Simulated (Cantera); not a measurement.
A closed system holds: 1 mol Al, 1 mol Cl2, 10 mol N2, at 898 K and 1.20 Torr.

Cantera equilibrium calculation (NASA polynomials, part measured and part estimated; ideal gas, pure solids and liquids). Candidate condensed phases: Al, AlCl3, AlN; 11 gas species. Kinetics and transport are ignored.

Base state: N2 0.937, AlCl3 0.0635 (mole fractions); condensed: AlN(s).

What changes in the equilibrium state with this change: Cl2 from 1 to 0.46 mol?


| species | before | after |
|---|---|---|
| N2 | 0.937 | 0.969 |
| AlCl3 | 0.0635 | 0.0308 |
| AlN(s), mol | 0.333 | 0.693 |
